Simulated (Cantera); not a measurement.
A perfectly stirred reactor is fed with CH4 : C2H6 : C3H8 : O2 : N2 = 1 : 1.5 : 0.59 : 6.37 : 24 (molar parts), at 285 Torr; it is adiabatic with a 725 K inlet, and is followed from long to short residence time, starting on the burning branch (τ in s: 0.063, 0.027, 0.012, 0.0051, 0.0022, 0.00096, 0.00041, 0.00018, 7.7e-05, 3.4e-05, 1.5e-05, 6.3e-06).

Model: GRI-Mech 3.0 (53 species, 325 reactions), integrated in Cantera. GRI-Mech 3.0 was tuned for natural gas; its chemistry of propane as a main component is partial and can be far from experiment.

One state of this run: T (K) = 2048; x CH4 = 0.00141; x C2H6 = 0.000109; x C3H8 = 2.81e-5; x OH = 0.00164; x H2O = 0.141. x: mole fraction; the columns are a selection and need not sum to one.

**Question.** Which value of τ (s) does it belong to?
A) 0.0051
B) 0.00096
C) 0.00041
D) 0.027

**Answer.** C, 0.00041
